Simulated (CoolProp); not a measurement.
Properties of fluoroethane (R161) along the isobar 448 kPa.

Values from CoolProp's reference Helmholtz-energy equation of state, Wu 2012.

```
T (K)   phase  density (kg/m³)  cp (kJ/(kg K))  isothermal compressibility (1/MPa)
-----  ------  ---------------  --------------  ----------------------------------
153.9  liquid            925.9           2.057                           0.0005787
159.1  liquid            919.2           2.033                           0.0006092
164.3  liquid            912.5           2.011                           0.0006417
169.5  liquid            905.8           1.991                           0.0006764
174.7  liquid            899.1           1.973                           0.0007136
180    liquid            892.3           1.957                           0.0007543
185.2  liquid            885.6           1.944                           0.0007971
190.4  liquid            878.9           1.933                           0.0008432
195.6  liquid            872.1           1.925                           0.0008928
200.8  liquid            865.3           1.920                           0.0009465
206    liquid            858.5           1.917                            0.001005
211.3  liquid            851.5           1.919                            0.001069
```
